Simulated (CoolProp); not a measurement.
R1336mzz(E) at 289.39 K and 0.0155 MPa is throttled through a valve to 0.000599 MPa with no heat exchange. Each further row changes one setting.

The numbers come from the reference Helmholtz-energy equation of state, Akasaka 2023 in CoolProp.

```
case                          final density (kg/m³)
----------------------------  ---------------------
as stated                                         ?
outlet pressure 0.00018 MPa                       ?
outlet pressure 0.000779 MPa                      ?
```

What belongs in the gaps?


- as stated, final density (kg/m³): 0.0409
- outlet pressure 0.00018 MPa, final density (kg/m³): 0.0123
- outlet pressure 0.000779 MPa, final density (kg/m³): 0.0532
